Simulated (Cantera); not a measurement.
Input: 1 mol Cr, 0.37 mol N2O, equilibrated at 2623.15 K and 10.0 mbar.

Method: chemical equilibrium by Gibbs-energy minimisation in Cantera with the NASA 1993 tables (ideal gas, pure condensed phases). Candidate condensed phases: Cr, CrN, Cr2N, Cr2O3; 14 gas species. Rates play no part.

Base state: Cr 0.492, N2 0.266, CrO 0.205, CrO2 0.0235, O 0.0100, O2 0.00150, NO 0.00139, CrO3 1.10e-5 (mole fractions); condensed: gas only.

**Question.** What changes in the equilibrium state with this change: pressure from 10.0 mbar to 17.0 mbar?

**Answer.** 
```json
[
 {"species": "Cr", "before": "0.492", "after": "0.490"},
 {"species": "N2", "before": "0.266", "after": "0.267"},
 {"species": "CrO", "before": "0.205", "after": "0.210"},
 {"species": "O", "before": "0.0100", "after": "0.00605"},
 {"species": "CrO2", "before": "0.0235", "after": "0.0246"},
 {"species": "O2", "before": "0.00150", "after": "0.000930"},
 {"species": "NO", "before": "0.00139", "after": "0.00110"},
 {"species": "CrO3", "before": "1.10e-5", "after": "1.18e-5"}
]
```
